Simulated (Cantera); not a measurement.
Input: 1 mol B₂H₆, 1.6 mol N₂, at 1902 °C and 0.00130 bar.

Equilibrium computed with Cantera from the NASA thermochemical tables; the gas is ideal and each condensed phase is pure. Candidate condensed phases: B, BN; 15 gas species. The feed counts by its element totals alone. The tables' values for BH₂ are old estimates; treat these amounts as uncertain. Rates play no part.

Base state: H₂ 0.566, N₂ 0.330, H 0.102, B 0.00149, BH₂ 0.000666, BH 5.12e-5, BN 2.21e-5 (mole fractions); condensed: B(s).

Task: What changes in the equilibrium state with this change: pressure from 0.00130 bar to 0.0330 bar?

Result: 
| species | before | after |
|---|---|---|
| H₂ | 0.566 | 0.810 |
| N₂ | 0.330 | 0.165 |
| H | 0.102 | 0.0242 |
| BH₂ | 0.000666 | 0.000466 |
| B | 0.00149 | 2.86e-5 |
| BN | 2.21e-5 | 1.52e-6 |
| BH | 5.12e-5 | 5.93e-6 |
| B(s), mol | 1.99 | 0 |
| BN(s), mol | 0 | 2.00 |
